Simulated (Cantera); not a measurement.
Input (Python, Cantera) and output of one run.

```python
import numpy as np
import cantera as ct

gas_names = """
    H HO2 H2 H2O H2O2 O OH O2 O3 Si SiH SiH2 SiH3 SiH4 SiO SiO2 Si2 Si3
""".split()
cond_names = """
    H2O(s) H2O(L) Si(cr) Si(L) SiO2(Lqz) SiO2(hqz) SiO2(L)
""".split()


def load(file, names, dense=False):
    # The tables refer to 1 bar. Condensed volumes are neglected.
    table = {s.name: s for s in ct.Species.list_from_file(file)}
    out = []
    for n in names:
        d = dict(table[n].input_data)
        d["thermo"] = dict(d["thermo"], **{"reference-pressure": 1e5})
        if dense:
            d["equation-of-state"] = {"model": "constant-volume", "density": "1e6 g/cm^3"}
        out.append(ct.Species.from_dict(d))
    return out


gas = ct.Solution(thermo="ideal-gas", species=load("nasa_gas.yaml", gas_names))
cond = {s.name: ct.Solution(thermo="fixed-stoichiometry", species=[s], name=s.name)
        for s in load("nasa_condensed.yaml", cond_names, dense=True)}
atoms = {
    'Si': {'Si': 1},
    'H2O': {'H': 2, 'O': 1},
    'H2': {'H': 2},
}
top_T = {}  # K; cautious upper limits of use, not melting points


def equilibrate(T, P, feed):
    n = {}
    for name, mol in feed.items():
        for a, k in atoms[name].items():
            n[a] = n.get(a, 0.0) + k * mol
    gas.TPX = T, P, n
    mass = sum(n.values()) * gas.mean_molecular_weight
    gas.equilibrate("TP")
    valid = [c for c in cond.values() if c.min_temp <= T <= top_T.get(c.name, c.max_temp)]
    mix = ct.Mixture([(gas, mass / gas.mean_molecular_weight)] + [(c, 0.0) for c in valid])
    mix.T, mix.P = T, P
    mix.equilibrate("TP", solver="vcs", rtol=1e-11, max_steps=5000)
    return mix


results = []
feed = {'Si': 1, 'H2O': 1.8, 'H2': 4}  # mol
P = 7000  # Pa
for T in [1373, 1398, 1423, 1448, 1473, 1498, 1523, 1548, 1573, 1598]:
    mix = equilibrate(T, P, feed)
    results.append((T, P, feed, dict(zip(mix.species_names, mix.species_moles))))
    x = sorted(zip(gas.X, gas.species_names), reverse=True)
    print(f"T = {T:g} K  P = {P:g} Pa  gas = {mix.phase_moles(0):.4g} mol")
    print("   x: " + "  ".join(f"{s} {v:.3e}" for v, s in x if v > 0.0001))
    print("   condensed (mol): " + ("  ".join(f"{mix.phase(i).name} {mix.phase_moles(i):.4g}"
          for i in range(1, mix.n_phases) if mix.phase_moles(i) > 1e-12) or "none"))
```

Output:

```
T = 1373 K  P = 7000 Pa  gas = 5.803 mol
   x: H2 9.994e-01  SiO 5.877e-04
   condensed (mol): Si(cr) 0.0983  SiO2(hqz) 0.8983
T = 1398 K  P = 7000 Pa  gas = 5.806 mol
   x: H2 9.990e-01  SiO 1.005e-03
   condensed (mol): Si(cr) 0.09708  SiO2(hqz) 0.8971
T = 1423 K  P = 7000 Pa  gas = 5.81 mol
   x: H2 9.983e-01  SiO 1.684e-03
   condensed (mol): Si(cr) 0.09511  SiO2(hqz) 0.8951
T = 1448 K  P = 7000 Pa  gas = 5.816 mol
   x: H2 9.972e-01  SiO 2.772e-03
   condensed (mol): Si(cr) 0.09194  SiO2(hqz) 0.8919
T = 1473 K  P = 7000 Pa  gas = 5.826 mol
   x: H2 9.955e-01  SiO 4.485e-03
   condensed (mol): Si(cr) 0.08693  SiO2(hqz) 0.8869
T = 1498 K  P = 7000 Pa  gas = 5.842 mol
   x: H2 9.928e-01  SiO 7.136e-03
   condensed (mol): Si(cr) 0.07915  SiO2(hqz) 0.8791
T = 1523 K  P = 7000 Pa  gas = 5.866 mol
   x: H2 9.887e-01  SiO 1.118e-02
   condensed (mol): Si(cr) 0.06721  SiO2(hqz) 0.8672
T = 1548 K  P = 7000 Pa  gas = 5.902 mol
   x: H2 9.826e-01  SiO 1.725e-02  H 1.154e-04
   condensed (mol): Si(cr) 0.04909  SiO2(hqz) 0.8491
T = 1573 K  P = 7000 Pa  gas = 5.957 mol
   x: H2 9.736e-01  SiO 2.624e-02  H 1.516e-04
   condensed (mol): Si(cr) 0.02184  SiO2(hqz) 0.8218
T = 1598 K  P = 7000 Pa  gas = 6.001 mol
   x: H2 9.665e-01  SiO 3.333e-02  H 1.978e-04
   condensed (mol): SiO2(hqz) 0.8
```

Method: chemical equilibrium by Gibbs-energy minimisation in Cantera with the NASA 1993 tables (ideal gas, pure condensed phases). Mutual solubility and eutectic melting of coexisting phases are not modelled. The tables hold silica as quartz up to 1696 K and as liquid above; real silica turns to tridymite and cristobalite and melts near 1996 K.
